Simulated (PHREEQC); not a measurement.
A column of 0.1 m (30 cells, dispersivity 0.0035 m, 300 s a shift, diffusion coefficient 3e-10 m²/s) holds 0.034 eq of the database's cation exchanger X per kg of pore water, first in equilibrium with 0.0097 mol LiCl, 0.0079 mol MgSO4 and 1e-05 mol HCl per kg of water. It is flushed with 0.0086 mol Na2SO4 and 1e-05 mol HCl per kg of water, at 40 °C. Values are for the last cell. The system is closed to CO2. No solid was allowed to form.

All values are PHREEQC results (ion-association model, phreeqc.dat), not measurements.

Problem. Predict Na in solution (mol/kgw) at pore volumes = 2.017, 4.617.

Solution. 
```tsv
pore volumes	Na in solution (mol/kgw)
2.017	0.0127
4.617	0.0158
```

Away from 25 °C the constants follow the database's enthalpies or fits; those with neither stay at their 25 °C values.
